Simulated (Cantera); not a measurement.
Feed: 1 mol Cu2O, 1.6 mol CH4, 0.68 mol N2, at 1 atm.

Method: chemical equilibrium by Gibbs-energy minimisation in Cantera with the NASA 1993 tables (ideal gas, pure condensed phases). Candidate condensed phases: C, C6H6, C7H8, C8H18, Cu, CuO, Cu(OH)2, Cu2O, H2O; 139 gas species. Kinetics and transport are ignored.

Over these rows the condensed part is C(graphite) + Cu(s). Partial pressures as log10 of bar:

```csv
T (K),1000/T (1/K),log p HCN,log p H2,log p CO,log p N2,log p CH4
975,1.0256,-5.98,-0.22,-0.85,-0.80,-1.35
1025,0.9756,?,-0.21,-0.76,-0.82,-1.54
1075,0.9302,-5.31,-0.20,-0.72,-0.83,-1.74
1125,0.8889,-5.03,-0.19,-0.70,-0.84,-1.92
1175,0.8511,-4.77,-0.19,-0.69,-0.84,-2.09
1225,0.8163,-4.52,-0.18,-0.69,-0.85,-2.25
```

Q: Fit log p(HCN) = a + b·(1000/T) to the five rows, give the apparent enthalpy, and predict the row at 1025 K.

A: Means: 1000/T = 0.9024, log p = -5.122. Sxy = -0.182064, Sxx = 0.0261782, so b = -6.95 and a = -5.122 − (-6.95)×0.9024 = 1.15.
Apparent enthalpy: −19.145 × (-6.95) = 133 kJ/mol. With the condensed phases at unit activity, C(graphite) + 1/2 H2(g) + 1/2 N2(g) = HCN(g) links this pressure to the main gases: over the six rows their terms move log p by -0.00 in all, so the slope is close to that reaction's ΔH°. The five rows lie within 0.01 of the line.
Prediction at 1025 K: 1.15 + (-6.95)×0.9756 = -5.63. The computed value is -5.63, 0.00 from the line.
